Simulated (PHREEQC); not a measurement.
Make-up at 25 °C: 6.4 mmol/kgw Cu(BF4)2, 0.063 mmol/kgw H2SO4 and 1 mmol/kgw NaCl. Closed to the air; pH follows from the charge balance.

Equilibrium calculation in PHREEQC: ion-association model, phreeqc.dat.

Precipitation was switched off in this run.

### Question
Estimate the pH, ionic strength.

### Answer
pH 2.89; ionic strength 0.0213 mol/kgw.

### Question
In which forms is Cu present?

### Answer
Cu+2 97 %, CuF+ 2.4 % of the Cu.

Complexes and solids missing from the database can't appear. Real BF4- forms and hydrolyses slowly; the run takes it at equilibrium.
